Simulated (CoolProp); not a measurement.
R365MFC along the isobar 0.819 MPa: density (kg/m³) from the reference equation and from simpler models built on Tc = 186.9 °C, pc = 3.266 MPa, ω = 0.377; each cubic takes its own stable root.

Computed with CoolProp (reference Helmholtz-energy equation of state, Lemmon 2016).

| T (°C) | phase | reference |
|---|---|---|
| 159.45 | gas | 38.36 |
| 165.05 | gas | 37.62 |
| 170.65 | gas | 36.92 |
| 176.25 | gas | 36.26 |
| 181.95 | gas | 35.62 |
| 187.55 | gas | 35.01 |
| 193.15 | gas | 34.44 |
| 198.75 | gas | 33.89 |
| 204.35 | gas | 33.36 |
| 209.95 | gas | 32.85 |
| 215.65 | gas | 32.35 |
| 221.25 | gas | 31.88 |
| 226.85 | gas | 31.43 |

Task: How far does each simpler model (ideal gas, van der Waals, Redlich-Kwong, Soave-Redlich-Kwong, Peng-Robinson) lie from the reference over these 13 states: mean and median of the absolute difference, and the worst?

Result: 
- ideal gas: mean 9.4 %, median 9.2 %, worst -12.1 % at 159.45 °C and 0.819 MPa
- van der Waals: mean 1.7 %, median 1.6 %, worst -3.0 % at 159.45 °C and 0.819 MPa
- Redlich-Kwong: mean 0.6 %, median 0.6 %, worst -1.2 % at 159.45 °C and 0.819 MPa
- Soave-Redlich-Kwong: mean 0.7 %, median 0.6 %, worst -0.8 % at 226.85 °C and 0.819 MPa
- Peng-Robinson: mean 0.4 %, median 0.4 %, worst +0.5 % at 165.05 °C and 0.819 MPa
